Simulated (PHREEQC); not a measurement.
**Brine: an equilibrium model**

Solution (25 °C): 3.9 mol KOH, 0.041 mol Na2B4O7 and 0.0014 mol H4SiO4 per kg of water. Closed to the air; pH follows from the charge balance.

Model: Pitzer model, pitzer.dat, run in PHREEQC.

This is a speciation only: nothing precipitates in the calculation.

Q: Predict the pH, density.

A: pH 14.99; density 1.168 g/cm³.

In brines, pH and single-ion activities rest on the MacInnes convention.
